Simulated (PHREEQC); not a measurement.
Acid rinse or clean (model solution)

Dissolve 1.8 mmol/kgw HCl and 0.88 mmol/kgw AlCl3 at 25 °C. It is in equilibrium with CO2 at log p = -1 (atm). Otherwise closed; pH follows from the charge balance.

Equilibrium calculation in PHREEQC: ion-association model, phreeqc.dat.

Each row changes one thing in this solution. Precipitation was switched off in this run.

```csv
case,pH,ionic strength (mol/kgw),AlOH+2 (mol/kgw),HCO3- (mol/kgw),(CO2)2 (mol/kgw),Al(OH)2+ (mol/kgw),SI of Gibbsite (Al(OH)3)
as made,2.78,0.00707,3.61e-6,9.88e-7,2.12e-7,1.31e-8,-3.14
AlCl3 replaced by Al(NO3)3 at the same molality,2.78,0.00707,3.61e-6,9.88e-7,2.12e-7,1.31e-8,-3.14
0.00066 mol/kgw KCl added,2.78,0.00773,3.58e-6,9.95e-7,2.12e-7,1.29e-8,[?]
temperature from 25 to 55 °C,[?],0.00703,2.16e-5,6.02e-7,1.34e-7,6.90e-7,-1.65
HCl left out,4.06,0.00515,[?],1.86e-5,2.12e-7,4.71e-6,+0.70
AlCl3 from 0.00088 to 0.0088 mol/kgw,2.81,0.0545,2.82e-5,[?],2.10e-7,7.94e-8,-2.38
diluted 10-fold with water,3.73,0.000708,3.87e-6,8.33e-6,2.12e-7,1.48e-7,-1.11
diluted 100-fold with water,4.30,[?],1.36e-6,3.07e-5,2.12e-7,2.07e-7,-0.39
HCl from 0.0018 to 0.00036 mol/kgw,3.45,0.00561,1.72e-5,4.59e-6,2.12e-7,3.00e-7,-1.11
```

Task: Some entries are withheld; supply them.

Result: 
- 0.00066 mol/kgw KCl added, SI of Gibbsite (Al(OH)3): -3.15
- temperature from 25 to 55 °C, pH: 2.77
- HCl left out, AlOH+2 (mol/kgw): 6.61e-5
- AlCl3 from 0.00088 to 0.0088 mol/kgw, HCO3- (mol/kgw): 1.18e-6
- diluted 100-fold with water, ionic strength (mol/kgw): 9.81e-5

Some of these states are supersaturated (in Gibbsite (slow to form), for instance). Away from 25 °C the constants follow the database's enthalpies or fits; those with neither stay at their 25 °C values.
